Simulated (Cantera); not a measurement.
Input: 1 mol CCl4, 0.083 mol Si, 18 mol H2, 2.2 mol HCl, at 2323 K and 1.40 Pa.

Cantera equilibrium calculation (NASA polynomials, part measured and part estimated; ideal gas, pure solids and liquids). Candidate condensed phases: C, C6H6, C7H8, C8H18, Si, SiC; 109 gas species. Rates play no part.

Base state: H 0.773, Cl 0.134, H2 0.0705, HCl 0.0170, C3 0.00182, Si 0.00176, C 0.000865, C2H2 (acetylene) 0.000341 (mole fractions); condensed: C(graphite).

**Question.** What changes in the equilibrium state with this change: pressure from 1.40 Pa to 1.00 bar?

**Answer.** 
```
species             before     after
----------------  --------  --------
H2                  0.0705     0.713
HCl                 0.0170     0.268
H                    0.773   0.00920
Cl                   0.134   0.00248
SiCl2              1.53e-7   0.00351
CH4                  <1e-9  0.000104
SiCl3                <1e-9   9.69e-5
C3                 0.00182   2.55e-8
C                 0.000865   1.21e-8
C(graphite), mol     0.662     0.841
```
The tables' values for SiCl3, SiCl are old estimates; treat these amounts as uncertain.
